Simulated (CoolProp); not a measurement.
Vapour-liquid equilibrium of CHF3 (R23) (1) + n-butane (2) at 252.7 K; x and y are mole fractions of (1).

The numbers come from the multi-fluid Helmholtz-energy mixture model, Penoncello 2003 and Bücker 2006; pair parameters Bell 2016 in CoolProp.

**Question.** Give the bubble pressure and the first vapour's composition at x = 0.05, 0.25, 0.45. Is there an azeotrope?

**Answer.** x = 0.05: 3.187 bar, y = 0.855; x = 0.25: 9.934 bar, y = 0.949; x = 0.45: 11.49 bar, y = 0.956. No azeotrope shows between x = 0.05 and 0.95.

Pair parameters are fitted to limited data, so mixtures are less certain than the pure fluids. With so large a gap from Raoult's law the liquid may split in two, which this calculation doesn't test in full.
